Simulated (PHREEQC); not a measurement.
# Phosphoric acid bath (model solution)

Solution (25 °C): 0.0037 mol/kgw H3PO4, 0.00015 mol/kgw HCl, 7.1e-06 mol/kgw H4SiO4 and 0.0067 mol/kgw Na2SO4. Closed to the air; pH follows from the charge balance.

All values are PHREEQC results (ion-association model, phreeqc.dat), not measurements.

| Item | Value |
|---|---|
| pH | 2.69 |
| ionic strength | 0.0212 mol/kgw |
| specific conductance | 2220 µS/cm |
| total alkalinity | -3.85 meq/kg |

```json
[
 {"species": "Na+", "molality": "0.0132", "activity": "0.0115", "log γ": "-0.060"},
 {"species": "SO4-2", "molality": "0.00573", "activity": "0.00329", "log γ": "-0.241"},
 {"species": "H2PO4-", "molality": "0.00293", "activity": "0.00256", "log γ": "-0.059"},
 {"species": "H+", "molality": "0.00232", "activity": "0.00206", "log γ": "-0.052"},
 {"species": "H3PO4", "molality": "0.000771", "activity": "0.000775", "log γ": "0.002"},
 {"species": "HSO4-", "molality": "0.000759", "activity": "0.000658", "log γ": "-0.062"},
 {"species": "NaSO4-", "molality": "0.000217", "activity": "0.000189", "log γ": "-0.059"},
 {"species": "Cl-", "molality": "0.000150", "activity": "0.000130", "log γ": "-0.063"},
 {"species": "H4SiO4", "molality": "7.10e-6", "activity": "7.14e-6", "log γ": "0.002"},
 {"species": "HPO4-2", "molality": "1.34e-7", "activity": "7.71e-8", "log γ": "-0.240"},
 {"species": "NaHPO4-", "molality": "1.97e-9", "activity": "1.72e-9", "log γ": "-0.059"}
]
```

No solid was allowed to form.
